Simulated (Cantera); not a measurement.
A perfectly stirred reactor is fed with 0.478 % CO, 2.25 % O2, 3.47 % H2O, 93.8 % N2, equivalence ratio 0.11, at 200000 Pa; it is held at 1450 K, and followed from long to short residence time.

Model: GRI-Mech 3.0 (53 species, 325 reactions), integrated in Cantera.

x: mole fraction; the columns are a selection and need not sum to one.

```csv
τ (s),x CO,x O2,x H2O,x HO2,x H
0.34,4.09e-5,0.0202,0.0348,2.25e-7,2.76e-7
0.15,[?],0.0202,0.0347,[?],[?]
0.069,[?],0.0202,0.0347,[?],[?]
0.031,0.000205,0.0202,0.0347,9.82e-7,2.69e-6
0.014,0.000346,0.0203,0.0347,1.53e-6,5.64e-6
0.0062,0.000582,0.0204,0.0346,2.30e-6,1.17e-5
0.0028,0.000948,0.0206,0.0346,3.24e-6,2.25e-5
0.0013,0.00147,0.0208,0.0345,4.22e-6,3.91e-5
```

Problem. What belongs in the gaps?

Solution. 
- 0.15, x CO: 7.14e-5
- 0.15, x HO2: 3.77e-7
- 0.15, x H: 6.01e-7
- 0.069, x CO: 0.000121
- 0.069, x HO2: 6.11e-7
- 0.069, x H: 1.26e-6
